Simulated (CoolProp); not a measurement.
R13 along the isotherm 198.2 K: density (kg/m³) from the reference equation and from simpler models built on Tc = 303.0 K, pc = 39.73 bar, ω = 0.175; each cubic takes its own stable root.

Values from CoolProp's reference Helmholtz-energy equation of state, Platzer 1990. This equation is an older, rougher fit; its heat capacities, sound speeds and derivatives of the liquid may be far off and weren't checked against measurements.

| p (bar) | phase | reference | van der Waals | Redlich-Kwong |
|---|---|---|---|---|
| 1.24 | gas | 8.234 | 8.065 | 8.150 |
| 2.48 | liquid | 1496 | 16.59 | 1427 |
| 3.72 | liquid | 1496 | 25.65 | 1428 |
| 4.97 | liquid | 1497 | 35.44 | 1429 |
| 6.21 | liquid | 1497 | 976.8 | 1430 |
| 7.45 | liquid | 1498 | 977.9 | 1430 |
| 8.69 | liquid | 1498 | 979.0 | 1431 |
| 9.93 | liquid | 1498 | 980.0 | 1432 |
| 11.2 | liquid | 1499 | 981.1 | 1433 |
| 12.4 | liquid | 1499 | 982.1 | 1433 |
| 13.7 | liquid | 1500 | 983.1 | 1434 |
| 14.9 | liquid | 1500 | 984.1 | 1435 |
| 16.1 | liquid | 1501 | 985.1 | 1436 |
| 17.4 | liquid | 1501 | 986.1 | 1436 |
| 18.6 | liquid | 1502 | 987.0 | 1437 |
| 19.9 | liquid | 1502 | 988.0 | 1438 |

At some of these states van der Waals gives the other phase, because its saturation line lies elsewhere.
